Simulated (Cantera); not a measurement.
An isothermal, constant-pressure homogeneous reactor starts with NH3 : N2 = 1 : 0.77 (molar parts), at 1823 K and 20.0 Torr. Integrator tolerance rtol = 1e-08.

Model: the gas-phase N/H chemistry of the illustrative SiF4/NH3 mechanism in the Surface Chemkin manual (1991), integrated in Cantera. Walls and surfaces, which speed up NH3 decomposition in real reactors, are not modelled.

### Question
What does this change do: NH3 1 to 2 parts?

### Answer
```csv
quantity,before,after
x(NH3) at 4.00 s,0.221 (gas-phase equilibrium 1.98e-7),0.280 (gas-phase equilibrium 2.23e-7)
x(N2H2) at 4.00 s,9.63e-7 (gas-phase equilibrium <1e-12),1.21e-6 (gas-phase equilibrium <1e-12)
x(N) at 4.00 s,3.48e-7 (gas-phase equilibrium 2.26e-10),3.24e-7 (gas-phase equilibrium 2.04e-10)
x(N2H4) at 4.00 s,3.93e-9 (gas-phase equilibrium <1e-12),5.13e-9 (gas-phase equilibrium <1e-12)
x(N2) at 4.00 s,0.449 (gas-phase equilibrium 0.458),0.335 (gas-phase equilibrium 0.371)
```

### Question
What does this change do: NH3 1 to 1.8 parts?

### Answer
```json
[
 {"quantity": "x(NH3) at 4.00 s", "before": "0.221 (gas-phase equilibrium 1.98e-7)", "after": "0.272 (gas-phase equilibrium 2.20e-7)"},
 {"quantity": "x(N2H2) at 4.00 s", "before": "9.63e-7 (gas-phase equilibrium <1e-12)", "after": "1.17e-6 (gas-phase equilibrium <1e-12)"},
 {"quantity": "x(N) at 4.00 s", "before": "3.48e-7 (gas-phase equilibrium 2.26e-10)", "after": "3.27e-7 (gas-phase equilibrium 2.07e-10)"},
 {"quantity": "x(N2H4) at 4.00 s", "before": "3.93e-9 (gas-phase equilibrium <1e-12)", "after": "4.97e-9 (gas-phase equilibrium <1e-12)"},
 {"quantity": "x(N2) at 4.00 s", "before": "0.449 (gas-phase equilibrium 0.458)", "after": "0.350 (gas-phase equilibrium 0.382)"}
]
```
